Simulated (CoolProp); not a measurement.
Saturation properties of fluorine.

Computed with CoolProp (reference Helmholtz-energy equation of state, de Reuck 1990).

| T (°C) | p (bar) | liquid density (kg/m³) | vapour density (kg/m³) | liquid cp (kJ/(kg K)) | surface tension (mN/m) |
|---|---|---|---|---|---|
| -176.25 | 3.299 | 1414 | 16.85 | 1.565 | 10.3 |
| -171.35 | 4.932 | 1375 | 24.60 | 1.599 | 9.00 |
| -166.55 | 7.043 | 1335 | 34.57 | 1.641 | 7.78 |
| -161.65 | 9.809 | 1292 | 47.73 | 1.698 | 6.57 |
| -156.85 | 13.20 | 1246 | 64.28 | 1.775 | 5.42 |
| -151.95 | 17.47 | 1194 | 86.02 | 1.890 | 4.29 |
| -147.05 | 22.63 | 1137 | 114.4 | 2.070 | 3.22 |
| -142.25 | 28.69 | 1072 | 151.6 | 2.379 | 2.22 |
| -137.35 | 36.02 | 988.5 | 205.6 | 3.051 | 1.28 |

It boils at -188.1 °C under 1 atm.

Surface tension comes from a separate correlation (Mulero 2012).
